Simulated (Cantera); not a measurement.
A closed system holds: 1 mol Cr₂O₃, 2.9 mol H₂, equilibrated at 0.00133 bar.

Cantera equilibrium calculation (NASA polynomials, part measured and part estimated; ideal gas, pure solids and liquids). Candidate condensed phases: Cr, Cr₂O₃, H₂O; 13 gas species. Mutual solubility and eutectic melting of coexisting phases are not modelled. The numbers say what is thermodynamically allowed, not how fast it happens.

### Question
At 1075 °C, list the 4 most abundant gas species with their mole fractions, and the condensed phases.

### Answer
H₂ 1.000, H₂O 0.000404, H 6.33e-5, Cr 1.28e-5. Condensed: Cr(s) + Cr₂O₃(s).
